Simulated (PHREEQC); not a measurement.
Model water analysis in mg/L, 25 °C, pH 2.82, pe 10.7:

```json
[
 {"constituent": "Na", "mg/L": "30.1"},
 {"constituent": "K", "mg/L": "499"},
 {"constituent": "Ca", "mg/L": "532"},
 {"constituent": "Mg", "mg/L": "49.2"},
 {"constituent": "Cl", "mg/L": "58.3"},
 {"constituent": "S(6) as SO4", "mg/L": "2130"},
 {"constituent": "Cu(2)", "mg/L": "12.4"},
 {"constituent": "Mn(2)", "mg/L": "0.472"},
 {"constituent": "B", "mg/L": "0.154"}
]
```

Valence states are taken as typed.

Computed with PHREEQC (ion-association model, phreeqc.dat).

### Question
The ionic strength comes out as 0.0594 mol/kgw. What activity coefficients do SO4-2, NaSO4-, Ca+2, Mn+2, Cl- get?

### Answer
SO4-2 0.44, NaSO4- 0.82, Ca+2 0.45, Mn+2 0.46, Cl- 0.80.

Precipitation was switched off in this run.
